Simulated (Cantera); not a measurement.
# Silicon nitride deposition: SiCl4 + N2 + H2

Feed: 1 mol SiCl4, 15 mol N2, a varied amount of H2, held at 1475 K and 20000 Pa.

These are equilibrium values from Cantera (NASA tables, ideal gas, pure condensed phases), not measurements of a reactor. Candidate condensed phases: NH4Cl, Si, Si3N4; 28 gas species. N2 is the only nitrogen source here; it is nearly inert below about 1500 K, so the nitride shown seldom forms there in practice. The tables' values for SiCl3 are old estimates; treat these amounts as uncertain. Rates play no part.

```
n(H2) (mol)   x N2    x H2   x HCl   x SiCl4   x SiCl2   x SiCl3  x SiHCl3      x H  n Si3N4(s)
-----------  -----  ------  ------  --------  --------  --------  --------  -------  ----------
3.3          0.738  0.0857   0.164   0.00613   0.00333   0.00245  0.000303  8.49e-6       0.253
7.1          0.613   0.222   0.162  0.000970   0.00141  0.000634  0.000126  1.37e-5       0.309
11           0.525   0.331   0.142  0.000292  0.000814  0.000264   6.43e-5  1.67e-5       0.320
15           0.458   0.416   0.125  0.000122  0.000551  0.000141   3.83e-5  1.87e-5       0.324
19           0.406   0.482   0.112   6.21e-5  0.000409   8.63e-5   2.53e-5  2.01e-5       0.326
22           0.374   0.522   0.103   4.06e-5  0.000339   6.36e-5   1.94e-5  2.10e-5       0.327
26           0.339   0.567  0.0936   2.49e-5  0.000275   4.48e-5   1.43e-5  2.18e-5       0.328
30           0.309   0.605  0.0857   1.63e-5  0.000229   3.31e-5   1.09e-5  2.25e-5       0.329
```
x: gas mole fraction; n: condensed amount in mol.

From 3.3 mol H2 to 30 mol H2 the condensed part is Si3N4(s). The main Si-bearing gas is SiCl4 at 3.3 mol H2 and SiCl2 at 30 mol H2. The share of Si in condensed phases is highest at 30 mol H2 (98.7 %) and lowest at 3.3 mol H2 (76.0 %).
